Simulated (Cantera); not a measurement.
Predominance diagram of Ta at 1800 K against the partial pressures of O2 and CO (log10, bar). Cantera with NASA thermochemical tables; ideal gases at 1 bar, condensed phases pure. Candidates: Ta(s), TaC(s), Ta2O5(s). Only these pure phases compete in this equilibrium. TaC: taken at fixed stoichiometry. Not in the tables: Ta2C.

```
log p(CO) \ log p(O2)
        columns: -17, -16.1, -15.1, -14.2, -13.2, -12.3, -11.3, -10.4, -9.4, -8.5, -7.5, -6.6, -5.6, -4.7, -3.7, -2.8, -1.8, -0.9, 0.1, 1
      0  A A B B B C C C C C C C C A A A A A A A
   -0.8  B B B B C C C C C C C C C C A A A A A A
   -1.5  B B B B C C C C C C C C C C C C A A A A
   -2.3  B B B B C C C C C C C C C C C C C C A A
   -3.1  B B B C C C C C C C C C C C C C C C C A
   -3.8  B B B C C C C C C C C C C C C C C C C C
   -4.6  B D D C C C C C C C C C C C C C C C C C
   -5.4  D D D C C C C C C C C C C C C C C C C C
   -6.2  D D D C C C C C C C C C C C C C C C C C
   -6.9  D D D C C C C C C C C C C C C C C C C C
   -7.7  D D D C C C C C C C C C C C C C C C C C
   -8.5  D D D C C C C C C C C C C C C C C C C C
   -9.2  D D D C C C C C C C C C C C C C C C C C
    -10  D D D C C C C C C C C C C C C C C C C C
```

A: out of reach (another gas would pass 10 bar, or a non-metal would condense); B: TaC(s); C: Ta2O5(s); D: Ta(s).
